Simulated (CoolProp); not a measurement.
A single-stage vapour-compression cycle with the fluid: evaporating at 238.15 K (dew point), condensing at 270.15 K (bubble point), superheat 5 K, subcooling 8 K, compressor efficiency 0.7, no pressure losses. The same conditions are run with several fluids, on thermodynamics alone (safety and materials aside).

Values from CoolProp's reference Helmholtz-energy equation of state of each fluid (fluoroethane (R161): Wu 2012; C3F8 (R218): Lemmon 2006; nitrous oxide: Lemmon 2006; R1336mzz(E): Akasaka 2023; carbon dioxide: Span 1996; trans-2-butene: Lemmon 2005).

```
fluid                cooling COP  pressure ratio  discharge temperature (K)  refrigerating effect (kJ/kg)  volumetric capacity (kJ/m³)
-------------------  -----------  --------------  -------------------------  ----------------------------  ---------------------------
fluoroethane (R161)         4.81            3.47                      314.2                           379                         1060
C3F8 (R218)                 4.66            3.42                      272.8                          83.9                          903
nitrous oxide               4.37            2.59                      321.4                             ?                         7310
R1336mzz(E)                 4.87            5.34                      284.4                           149                          146
carbon dioxide              4.28            2.67                      326.6                           268                         8070
trans-2-butene              4.92            4.30                          ?                             ?                            ?
```

Some entries are withheld; supply them.


- nitrous oxide, refrigerating effect (kJ/kg): 262
- trans-2-butene, discharge temperature (K): 299.1
- trans-2-butene, refrigerating effect (kJ/kg): 392
- trans-2-butene, volumetric capacity (kJ/m³): 223
